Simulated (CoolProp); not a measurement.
c-C4F8 (RC318) along the isobar 30.2 bar: Z from the reference equation and from simpler models built on Tc = 388.4 K, pc = 27.78 bar, ω = 0.355; each cubic takes its own stable root.

Values from CoolProp's reference Helmholtz-energy equation of state, Platzer 1990. This equation is an older, rougher fit; its heat capacities, sound speeds and derivatives of the liquid may be far off and weren't checked against measurements.

| T (K) | phase | reference | van der Waals | Redlich-Kwong | Peng-Robinson |
|---|---|---|---|---|---|
| 260.9 | liquid | 0.1689 | 0.2686 | 0.1865 | 0.1578 |
| 284.9 | liquid | 0.1629 | 0.2574 | 0.1811 | 0.1522 |
| 308.8 | liquid | 0.1595 | 0.2506 | 0.1793 | 0.1500 |
| 332.7 | liquid | 0.1592 | 0.2487 | 0.1821 | 0.1522 |
| 356.6 | liquid | 0.1638 | 0.2541 | 0.1924 | 0.1618 |
| 380.5 | liquid | 0.1829 | 0.2775 | 0.2240 | 0.1946 |
| 404.4 | supercritical | 0.5489 | 0.5252 | 0.5267 | 0.5324 |
| 428.3 | supercritical | 0.6928 | 0.6567 | 0.6608 | 0.6719 |
| 452.2 | supercritical | 0.7693 | 0.7253 | 0.7340 | 0.7505 |
| 476.1 | supercritical | 0.8206 | 0.7724 | 0.7842 | 0.8047 |
| 500 | supercritical | 0.8582 | 0.8077 | 0.8215 | 0.8450 |
